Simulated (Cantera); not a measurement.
# Roasting and sulfation: MgCO3 + SO2 + CO2 + H2S

Feed: 1 mol MgCO3, 0.95 mol SO2, 0.36 mol CO2, 1.2 mol H2S, held at 0.100 bar.

Equilibrium computed with Cantera from the NASA thermochemical tables; the gas is ideal and each condensed phase is pure. Candidate condensed phases: C, C6H6, C7H8, C8H18, H2O, H2SO4, Mg, MgCO3, MgO, Mg(OH)2, MgS, MgSO4, S; 130 gas species. Gases not in the tables: S3 to S7. Kinetics and transport are ignored.

```tsv
T (K)	x CO2	x H2O	x SO2	x S2	x CO	x H2S	x H2	x S8	x SO	n MgO(s)	n MgSO4(s)
698	0.422	0.276	0.0950	0.0716	1.29e-5	0.0966	8.11e-5	0.0361	3.33e-8	0.868	0.132
798	0.364	0.239	0.134	0.175	0.000107	0.0825	0.000301	0.000234	6.84e-7	1.00	0
898	0.361	0.255	0.125	0.188	0.000621	0.0646	0.00102	4.03e-7	5.19e-6	1.00	0
998	0.358	0.265	0.121	0.196	0.00249	0.0517	0.00266	2.44e-9	2.63e-5	1.00	0
1098	0.351	0.270	0.119	0.200	0.00751	0.0419	0.00574	3.69e-11	9.99e-5	1.00	0
1198	0.338	0.271	0.123	0.200	0.0180	0.0340	0.0106	1.09e-12	0.000308	1.00	0
1298	0.317	0.269	0.130	0.197	0.0357	0.0272	0.0172	<1e-12	0.000809	1.00	0
1398	0.290	0.263	0.142	0.191	0.0602	0.0215	0.0253	<1e-12	0.00187	1.00	0
1498	0.257	0.255	0.157	0.181	0.0891	0.0169	0.0343	<1e-12	0.00390	1.00	0
1598	0.222	0.245	0.173	0.170	0.119	0.0133	0.0439	<1e-12	0.00740	1.000	0
1698	0.189	0.233	0.187	0.157	0.149	0.0105	0.0537	<1e-12	0.0129	1.000	0
1798	0.159	0.221	0.199	0.144	0.175	0.00834	0.0637	<1e-12	0.0210	1.000	0
1898	0.133	0.208	0.208	0.131	0.197	0.00665	0.0735	<1e-12	0.0321	1.000	0
```
x: gas mole fraction; n: condensed amount in mol.

At 698 K the condensed part is MgO(s) + MgSO4(s). From 798 K to 1898 K the condensed part is MgO(s).
